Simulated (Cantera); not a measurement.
Mixture: CO : H₂ : CH₄ : O₂ : N₂ = 1 : 0.032 : 0.21 : 0.78 : 2.93 (molar parts), equivalence ratio 1.2, at 1.00 bar, adiabatic and at constant pressure. Ignition delay is the time to a rise of 400 K.

Detailed kinetics in Cantera: GRI-Mech 3.0 (53 species, 325 reactions).

Task: What does this change do: H2 0.032 to 0.066 parts?

Result: 
```csv
quantity,before,after
delay at 1223 K,5.09 ms,2.15 ms
delay at 1323 K,1.84 ms,0.929 ms
delay at 1423 K,0.757 ms,0.445 ms
delay at 1523 K,0.362 ms,0.239 ms
delay at 1623 K,0.196 ms,0.140 ms
delay at 1723 K,0.114 ms,87.2 µs
delay at 1823 K,70.0 µs,56.4 µs
apparent activation energy between 1623 and 1823 K,130 kJ/mol,110 kJ/mol
```

Task: What does this change do: constant volume in place of constant pressure?

Result: 
```tsv
quantity	before	after
delay at 1223 K	5.09 ms	4.84 ms
delay at 1323 K	1.84 ms	1.75 ms
delay at 1423 K	0.757 ms	0.722 ms
delay at 1523 K	0.362 ms	0.347 ms
delay at 1623 K	0.196 ms	0.188 ms
delay at 1723 K	0.114 ms	0.109 ms
delay at 1823 K	70.0 µs	66.5 µs
apparent activation energy between 1623 and 1823 K	130 kJ/mol	130 kJ/mol
```
